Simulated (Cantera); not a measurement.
Feed: 1 mol Al, 5.5 mol Cl2, 8.9 mol N2, held at 700 K and 16.0 Pa.

Method: chemical equilibrium by Gibbs-energy minimisation in Cantera with the NASA 1993 tables (ideal gas, pure condensed phases). Candidate condensed phases: Al, AlCl3, AlN; 11 gas species. Rates play no part.

Base state: N2 0.640, Cl2 0.288, AlCl3 0.0719, Al2Cl6 3.58e-5, Cl 2.80e-5 (mole fractions); condensed: gas only.

### Question
What changes in the equilibrium state with this change: temperature from 700 K to 1198 K?

### Answer
```json
[
 {"species": "N2", "before": "0.640", "after": "0.590"},
 {"species": "Cl2", "before": "0.288", "after": "0.186"},
 {"species": "Cl", "before": "2.80e-5", "after": "0.158"},
 {"species": "AlCl3", "before": "0.0719", "after": "0.0663"},
 {"species": "Al2Cl6", "before": "3.58e-5", "after": "7.32e-9"}
]
```
